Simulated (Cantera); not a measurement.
Feed: 1 mol toluene, 0.096 mol NH3, 1.2 mol O2, held at 1198.15 K and 14.0 bar.

Method: chemical equilibrium by Gibbs-energy minimisation in Cantera with the NASA 1993 tables (ideal gas, pure condensed phases). Candidate condensed phases: C, C6H6, C7H8, C8H18, H2O; 136 gas species. Kinetics and transport are ignored.

Base state: H2 0.534, CO 0.307, CH4 0.0640, H2O 0.0608, CO2 0.0256, N2 0.00833, NH3 9.62e-5 (mole fractions); condensed: C(graphite).

Task: What changes in the equilibrium state with this change: NH3 from 0.096 to 0.025 mol?

Result: 
```
species            before    after
----------------  -------  -------
H2                  0.534    0.532
CO                  0.307    0.313
CH4                0.0640   0.0635
N2                0.00833  0.00221
CO2                0.0256   0.0267
H2O                0.0608   0.0619
NH3               9.62e-5  4.92e-5
C(graphite), mol     4.73     4.74
```
